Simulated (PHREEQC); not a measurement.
Dissolve 0.28 mol/kgw NaHSO4 at 30 °C. Closed to the air; pH follows from the charge balance.

Model: ion-association model, phreeqc.dat, run in PHREEQC.

Precipitation was switched off in this run.

Task: Predict the pH, specific conductance.

Result: pH 1.12; specific conductance 52900 µS/cm.

Task: In which forms is Na present?

Result: Na+ 92 %, NaSO4- 8.0 % of the Na.

Complexes and solids missing from the database can't appear.
